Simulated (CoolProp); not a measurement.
Saturation properties of R1234yf.

Computed with CoolProp (reference Helmholtz-energy equation of state, Lemmon 2022).

```tsv
T (°C)	p (MPa)	vapour density (kg/m³)	enthalpy of vaporisation (kJ/kg)	surface tension (mN/m)	liquid viscosity (µPa s)	vapour viscosity (µPa s)
-26.65	0.1145	6.702	179.3	13.4	279	10.2
-19.85	0.1518	8.748	175.5	12.3	255	10.5
-13.05	0.1979	11.25	171.6	11.3	234	10.8
-6.15	0.2550	14.35	167.4	10.3	214	11.1
0.65	0.3229	18.01	163.1	9.37	196	11.4
7.45	0.4037	22.40	158.5	8.44	180	11.7
14.25	0.4989	27.61	153.7	7.54	166	12.0
21.05	0.6101	33.79	148.6	6.67	152	12.4
27.85	0.7389	41.10	143.2	5.82	140	12.7
34.65	0.8871	49.75	137.3	5.01	129	13.1
41.45	1.056	60.01	131.0	4.24	118	13.5
48.25	1.249	72.23	124.2	3.51	108	13.9
55.05	1.466	86.92	116.6	2.81	98.9	14.4
61.85	1.711	104.8	108.2	2.16	90.1	15.0
68.65	1.986	127.0	98.66	1.57	81.7	15.8
```

It boils at -29.5 °C under 1 atm.

Viscosity comes from a separate model (Bell 2016), an estimate that may be off by 10 % or more. Surface tension comes from a separate correlation (Mulero 2012).
